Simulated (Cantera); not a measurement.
Input: 1 mol B, 5.5 mol O2, 0.86 mol N2, held at 0.00470 bar.

These are equilibrium values from Cantera (NASA tables, ideal gas, pure condensed phases), not measurements of a reactor. Candidate condensed phases: B, BN, B2O3; 17 gas species. Rates play no part. All values below are at 2325 K.

Base state: O2 0.676, N2 0.127, BO2 0.0756, O 0.0688, B2O3 0.0382, NO 0.0119, BO 0.00258 (mole fractions); condensed: gas only.

**Question.** What changes in the equilibrium state with this change: pressure from 0.00470 bar to 0.0310 bar?

**Answer.** 
```
species   before     after
-------  -------  --------
O2         0.676     0.722
N2         0.127     0.131
BO2       0.0756    0.0556
O         0.0688    0.0277
B2O3      0.0382    0.0513
NO        0.0119    0.0125
BO       0.00258  0.000714
```
